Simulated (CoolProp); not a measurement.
Vapour-liquid equilibrium of CH3F (R41) (1) + chloromethane (R40) (2) at 0.959 MPa; x and y are mole fractions of (1).

The numbers come from the multi-fluid Helmholtz-energy mixture model, Lemmon 2006 and Thol 2014; pair parameters Bell 2016 in CoolProp.

```
x      bubble temperature (K)  y at the bubble point  dew temperature at overall composition x (K)  liquid density (mol/L)
-----  ----------------------  ---------------------  --------------------------------------------  ----------------------
0.05                    309.0                  0.200                                         314.9                   17.68
0.125                   298.6                  0.424                                         312.0                   18.23
0.2                     289.8                  0.580                                         309.0                   18.73
0.275                   282.4                  0.689                                         305.7                   19.18
0.35                    276.3                  0.765                                         302.3                   19.59
0.425                   271.2                  0.821                                         298.5                   19.97
0.5                     266.8                  0.862                                         294.5                   20.31
0.575                   263.1                  0.894                                         290.1                   20.64
0.65                    259.8                  0.919                                         285.2                   20.94
0.725                   256.9                  0.941                                         279.7                   21.23
0.8                     254.2                  0.959                                         273.2                   21.51
0.875                   251.7                  0.975                                         265.3                   21.78
0.95                    249.4                  0.990                                         255.5                   22.04
```

No azeotrope shows between x = 0.05 and 0.95.

The pair parameters rest on a limited set of measurements; away from them the model extrapolates.
